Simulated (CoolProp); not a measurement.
Aqueous methanol as a coolant, at -1 °C, 1 atm.

Computed with CoolProp (Melinder's fits for secondary coolants).

| mass % | freezing point (°C) | conductivity (W/(m K)) | Prandtl number | cp (kJ/(kg K)) | density (kg/m³) |
|---|---|---|---|---|---|
| 4.4 | -2.6 | 0.536 | 17.5 | 4.284 | 992.2 |
| 9.5 | -6.2 | 0.510 | 21.6 | 4.249 | 985.1 |
| 14.7 | -10.3 | 0.486 | 25.8 | 4.168 | 978.8 |
| 19.9 | -15.0 | 0.461 | 29.6 | 4.067 | 972.8 |
| 25 | -20.1 | 0.438 | 32.8 | 3.963 | 966.9 |
| 30.2 | -25.9 | 0.416 | 35.2 | 3.859 | 960.3 |
| 35.4 | -32.4 | 0.394 | 36.6 | 3.755 | 953.2 |
| 40.5 | -39.4 | 0.374 | 36.9 | 3.651 | 945.5 |
| 45.7 | -47.3 | 0.354 | 36.2 | 3.538 | 936.9 |
| 50.9 | -56.0 | 0.336 | 34.6 | 3.416 | 927.6 |
| 56 | -65.3 | 0.320 | 32.5 | 3.291 | 917.8 |
